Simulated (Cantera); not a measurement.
A perfectly stirred reactor is fed with H2 : O2 : N2 = 1.5 : 1 : 3.1 (molar parts), equivalence ratio 0.75, at 188 Torr; it is held at 775 K, and followed from long to short residence time.

Cantera simulation using GRI-Mech 3.0 (53 species, 325 reactions); the numbers are that mechanism's predictions, not measurements. Below about 950 K walls govern HO2 and H2O2 in real vessels. The temperature is held fixed by assumption; the heat of reaction is taken as removed at once.

Q: What does this change do: temperature 775 to 1223 K?

A: 
```json
[
 {"quantity": "x(H2) at τ = 12.0 s", "before": "0.268", "after": "6.57e-5"},
 {"quantity": "x(O2) at τ = 12.0 s", "before": "0.178", "after": "0.0515"},
 {"quantity": "x(OH) at τ = 12.0 s", "before": "1.43e-11", "after": "0.000154"},
 {"quantity": "x(NO2) at τ = 12.0 s", "before": "<1e-12", "after": "4.54e-9"},
 {"quantity": "x(H) at τ = 12.0 s", "before": "5.04e-10", "after": "2.10e-6"},
 {"quantity": "x(H2) at τ = 35.0 ms", "before": "0.268", "after": "0.00302"},
 {"quantity": "x(O2) at τ = 35.0 ms", "before": "0.179", "after": "0.0525"},
 {"quantity": "x(OH) at τ = 35.0 ms", "before": "<1e-12", "after": "0.00111"},
 {"quantity": "x(NO2) at τ = 35.0 ms", "before": "<1e-12", "after": "5.18e-10"},
 {"quantity": "x(H) at τ = 35.0 ms", "before": "<1e-12", "after": "0.000713"}
]
```
